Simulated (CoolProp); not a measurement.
Vapour-liquid equilibrium of ethylene (1) + propylene (2) at -18.35 °C; x and y are mole fractions of (1).

Model: multi-fluid Helmholtz-energy mixture model, Smukala 2000 and Lemmon 2013; pair parameters Bell 2016, in CoolProp.

Problem. Give the bubble pressure and the first vapour's composition at x = 0.425, 0.725, 0.8. Is there an azeotrope?

Solution. x = 0.425: 1221 kPa, y = 0.805; x = 0.725: 1897 kPa, y = 0.923; x = 0.8: 2080 kPa, y = 0.944. No azeotrope shows between x = 0.05 and 0.95.

The pair parameters rest on a limited set of measurements; away from them the model extrapolates.
